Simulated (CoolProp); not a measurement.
Computed with CoolProp (reference Helmholtz-energy equation of state, Lemmon 2006). It is a short technical equation, of lower accuracy than the large ones.

Q: For acetone, give the phase and the cp (kJ/(kg K)), speed of sound (m/s), Joule-Thomson coefficient (K/MPa) at 387.8 K and 7.56 MPa; 406.7 K and 0.527 MPa; 390.3 K and 0.049 MPa.

A: 
- 387.8 K and 7.56 MPa: liquid; cp 2.39, speed of sound 838, Joule-Thomson coefficient -0.173
- 406.7 K and 0.527 MPa: gas; cp 1.89, speed of sound 231, Joule-Thomson coefficient 29.9
- 390.3 K and 0.049 MPa: gas; cp 1.58, speed of sound 246, Joule-Thomson coefficient 33.6
